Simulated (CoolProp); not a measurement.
Model: reference Helmholtz-energy equation of state, Thol 2019, in CoolProp.

For decamethylcyclopentasiloxane (D5), give the phase and the Z, cp (kJ/(kg K)), cv (kJ/(kg K)), Joule-Thomson coefficient (K/MPa) at 492 K and 0.861 MPa; 568.8 K and 0.861 MPa.


- 492 K and 0.861 MPa: liquid; Z 0.106, cp 2.01, cv 1.78, Joule-Thomson coefficient -0.0797
- 568.8 K and 0.861 MPa: liquid; Z 0.110, cp 2.21, cv 1.91, Joule-Thomson coefficient 0.815
